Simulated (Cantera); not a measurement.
Input: 1 mol Si2H6, a varied amount of HCl, 7 mol N2, at 873.15 K and 4.90 mbar.

Method: chemical equilibrium by Gibbs-energy minimisation in Cantera with the NASA 1993 tables (ideal gas, pure condensed phases). Candidate condensed phases: NH4Cl, Si, Si3N4; 28 gas species. The feed counts by its element totals alone. N2 is the only nitrogen source here; it is nearly inert below about 1500 K, so the nitride shown seldom forms there in practice. Kinetics and transport are ignored.

x: gas mole fraction; n: condensed amount in mol.

| n(HCl) (mol) | x N2 | x H2 | x HCl | x SiCl4 | n Si3N4(s) |
|---|---|---|---|---|---|
| 0.16 | 0.642 | 0.340 | 0.0181 | ? | 0.667 |
| 0.21 | 0.638 | 0.338 | 0.0237 | ? | 0.667 |
| 0.27 | 0.634 | 0.336 | 0.0302 | ? | 0.667 |
| 0.36 | 0.628 | 0.332 | 0.0399 | ? | 0.667 |
| 0.47 | 0.620 | 0.328 | 0.0514 | ? | 0.667 |
| 0.61 | 0.611 | 0.323 | 0.0657 | ? | 0.667 |
| 0.81 | 0.598 | 0.317 | 0.0852 | ? | 0.666 |
| 1.1 | 0.580 | 0.308 | 0.112 | ? | 0.666 |
| 1.4 | 0.563 | 0.299 | 0.137 | ? | 0.665 |
| 1.8 | 0.542 | 0.289 | 0.167 | ? | 0.662 |
| 2.4 | 0.515 | 0.278 | 0.204 | ? | 0.655 |
| 3.2 | 0.483 | 0.268 | 0.242 | ? | 0.638 |

**Question.** What belongs in the gaps?

**Answer.** 
- 0.16, x SiCl4: 1.16e-7
- 0.21, x SiCl4: 3.42e-7
- 0.27, x SiCl4: 9.25e-7
- 0.36, x SiCl4: 2.88e-6
- 0.47, x SiCl4: 8.23e-6
- 0.61, x SiCl4: 2.28e-5
- 0.81, x SiCl4: 6.84e-5
- 1.1, x SiCl4: 0.000219
- 1.4, x SiCl4: 0.000533
- 1.8, x SiCl4: 0.00129
- 2.4, x SiCl4: 0.00324
- 3.2, x SiCl4: 0.00714
